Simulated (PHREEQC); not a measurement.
Sulfide liquor: speciation

A solution holds 0.00054 mol/kgw H2S, 0.025 mol/kgw HCl and 0.00019 mol/kgw CdCl2, at 85 °C. Closed to the air; pH follows from the charge balance.

The numbers come from PHREEQC with the ion-association model, wateq4f.dat.

Each row changes one thing in this solution. Precipitation was switched off in this run.

```tsv
case	pH	H2S (mol/kgw)	HS- (mol/kgw)
as made	1.66	0.000359	5.82e-9
0.00027 mol/kgw NaOH added	(withheld)	0.000359	5.88e-9
CdCl2 from 0.00019 to 0.000171 mol/kgw	1.66	0.000376	6.11e-9
HCl from 0.025 to 0.05 mol/kgw	(withheld)	(withheld)	3.40e-9
HCl from 0.025 to 0.0125 mol/kgw	(withheld)	0.000351	1.04e-8
CdCl2 left out	1.66	0.000540	(withheld)
```

**Question.** What belongs in the gaps?

**Answer.** 
- 0.00027 mol/kgw NaOH added, pH: 1.67
- HCl from 0.025 to 0.05 mol/kgw, pH: 1.38
- HCl from 0.025 to 0.05 mol/kgw, H2S (mol/kgw): 0.000378
- HCl from 0.025 to 0.0125 mol/kgw, pH: 1.95
- CdCl2 left out, HS- (mol/kgw): 8.80e-9

Some of these states are supersaturated (in Greenockite, for instance). Away from 25 °C the constants follow the database's enthalpies or fits; those with neither stay at their 25 °C values. The polysulfide entries of wateq4f.dat were taken out for this run.
